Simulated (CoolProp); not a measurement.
Ethane at 293.15 K and 0.792 MPa is throttled through a valve to 0.0332 MPa with no heat exchange. Each further row changes one setting.

The numbers come from the reference Helmholtz-energy equation of state, Bücker 2006 in CoolProp.

| case | temperature change (K) | final density (kg/m³) |
|---|---|---|
| as stated | -9.2 | 0.424 |
| outlet pressure 0.00996 MPa | -9.5 | 0.127 |
| outlet pressure 0.0432 MPa | -9.1 | 0.552 |
